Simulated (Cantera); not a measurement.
A Cantera script and its output.

```python
import numpy as np
import cantera as ct

gas = ct.Solution("gri30.yaml")
gas.TPX = 550, 380000, {'C3H8': 1, 'O2': 3.57, 'N2': 13.4}
flame = ct.FreeFlame(gas, width=0.016)
flame.set_refine_criteria(ratio=3, slope=0.08, curve=0.16)
flame.transport_model = "mixture-averaged"
flame.solve(loglevel=0, auto=True)
z, T = flame.grid, flame.T
thick = (T[-1] - T[0]) / np.gradient(T, z).max()
show = ['C3H8', 'O2', 'O', 'OH', 'HCN', 'H2']
print(f"laminar burning velocity  {flame.velocity[0] * 100:.3f} cm/s")
print(f"burnt temperature         {T[-1]:.1f} K")
print(f"thermal thickness         {thick * 1e3:.4f} mm")
print(f"grid points               {len(z)}")
z0 = z[flame.heat_release_rate.argmax()]
print(f"{'z/mm':>9s}{'T/K':>9s}{'u/(m/s)':>9s}" + "".join(f"{s:>11s}" for s in show))
rows = []
for k in (-3, -2, -1.5, -1, -0.5, -0.25, 0, 0.25, 0.5, 1, 2, 4, 8):
    zz = z0 + k * thick
    rows.append([k * thick, np.interp(zz, z, T), np.interp(zz, z, flame.velocity),
                 *(np.interp(zz, z, flame.X[gas.species_index(s)]) for s in show)])
    print(f"{rows[-1][0] * 1e3:9.3f}{rows[-1][1]:9.1f}{rows[-1][2]:9.3f}" + "".join(f"{x:11.3e}" for x in rows[-1][3:]))
```

Result:

```
laminar burning velocity  62.955 cm/s
burnt temperature         2222.5 K
thermal thickness         0.1181 mm
grid points               145
     z/mm      T/K  u/(m/s)       C3H8         O2          O         OH        HCN         H2
   -0.354    550.3    0.632  5.549e-02  1.980e-01  3.376e-17  3.438e-13  1.034e-09  3.219e-03
   -0.236    554.1    0.639  5.523e-02  1.966e-01  2.955e-14  8.700e-11  1.854e-08  8.283e-03
   -0.177    570.0    0.662  5.484e-02  1.939e-01  4.446e-12  3.232e-09  1.193e-07  1.394e-02
   -0.118    666.0    0.786  5.295e-02  1.822e-01  1.406e-09  1.847e-07  1.033e-06  2.370e-02
   -0.059   1090.3    1.341  3.613e-02  1.335e-01  8.384e-07  6.397e-06  7.509e-06  3.745e-02
   -0.030   1480.8    1.892  1.204e-02  8.630e-02  2.954e-05  1.137e-04  1.619e-05  4.431e-02
    0.000   1849.0    2.424  2.862e-04  3.960e-02  2.017e-04  7.963e-04  3.090e-05  4.723e-02
    0.030   2044.1    2.691  2.297e-07  1.445e-02  2.862e-04  1.709e-03  4.695e-05  4.620e-02
    0.059   2118.5    2.785  9.325e-11  4.997e-03  2.536e-04  2.128e-03  5.140e-05  4.583e-02
    0.118   2160.2    2.830  4.796e-14  7.709e-04  1.702e-04  2.092e-03  4.025e-05  4.704e-02
    0.236   2181.7    2.852  5.817e-18  1.491e-04  9.931e-05  1.673e-03  2.100e-05  4.853e-02
    0.472   2199.0    2.872  6.550e-22  6.369e-05  4.727e-05  1.176e-03  8.324e-06  4.910e-02
    0.945   2212.0    2.887  2.516e-25  2.428e-05  1.811e-05  7.386e-04  2.980e-06  4.932e-02
```

Detailed kinetics in Cantera: GRI-Mech 3.0 (53 species, 325 reactions). GRI-Mech 3.0 was tuned for natural gas; its chemistry of propane as a main component is partial and can be far from experiment. Burning velocities carry a grid error of a few per cent, more on coarse grids.
